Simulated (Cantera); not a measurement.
Charge: 1 mol B2O3, 5.6 mol F2, 7.8 mol H2, at 1923 K and 20.0 mbar.

Method: chemical equilibrium by Gibbs-energy minimisation in Cantera with the NASA 1993 tables (ideal gas, pure condensed phases). Candidate condensed phases: B, B2O3, B3O3H3, H2O; 43 gas species. The tables' values for BF2 are old estimates; treat these amounts as uncertain. Equilibrium is a limit: real reactors are often held back by kinetics, nucleation or transport.

Base state: HF 0.640, H2 0.152, BOF 0.131, H2O 0.0665, HBO2 0.00539, H 0.00259, BF3 0.00241, OH 9.79e-5 (mole fractions); condensed: gas only.

**Question.** What changes in the equilibrium state with this change: F2 from 5.6 to 1.9 mol?

**Answer.** 
| species | before | after |
|---|---|---|
| H2 | 0.152 | 0.547 |
| HF | 0.640 | 0.193 |
| BOF | 0.131 | 0.161 |
| HBO2 | 0.00539 | 0.0231 |
| H2O | 0.0665 | 0.0697 |
| B2O3 | 4.03e-5 | 0.000703 |
| HBO | 5.18e-5 | 0.000762 |
| BF3 | 0.00241 | 0.000255 |
| BO | 1.39e-5 | 0.000107 |

**Question.** What changes in the equilibrium state with this change: H2 from 7.8 to 0.22 mol?

**Answer.** 
```
species   before    after
-------  -------  -------
F        3.25e-6    0.547
BF3      0.00241    0.230
O2       2.38e-7    0.172
HF         0.640   0.0506
H2         0.152    <1e-9
H2O       0.0665    <1e-9
BOF        0.131  3.75e-7
HBO2     0.00539    <1e-9
H        0.00259  1.22e-9
HBO      5.18e-5    <1e-9
```
